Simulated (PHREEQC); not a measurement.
## Buffer

Consider water at 5 °C with 0.28 mol NaHSO4, 5.6e-05 mol KOH and 0.0052 mol Na2S per kg of water. Closed to the air; pH follows from the charge balance.

Model: ion-association model, wateq4f.dat, run in PHREEQC.

| Quantity | Result |
|---|---|
| pH | 1.08 |
| ionic strength | 0.466 mol/kgw |
| activity of water | 0.989 |
| total alkalinity | -270 meq/kg |

```
species  molality  activity   log γ
-------  --------  --------  ------
Na+         0.266     0.191  -0.144
HSO4-       0.163     0.110  -0.169
H+          0.107    0.0825  -0.113
SO4-2      0.0930    0.0204  -0.658
NaSO4-     0.0243    0.0171  -0.153
H2S       0.00520   0.00579   0.047
K+        5.13e-5   3.36e-5  -0.183
KSO4-     4.73e-6   3.33e-6  -0.153
HS-       6.03e-9   3.90e-9  -0.190
```

This is a speciation only: nothing precipitates in the calculation. Constants without temperature data keep their 25 °C values here. The polysulfide entries of wateq4f.dat were taken out for this run.
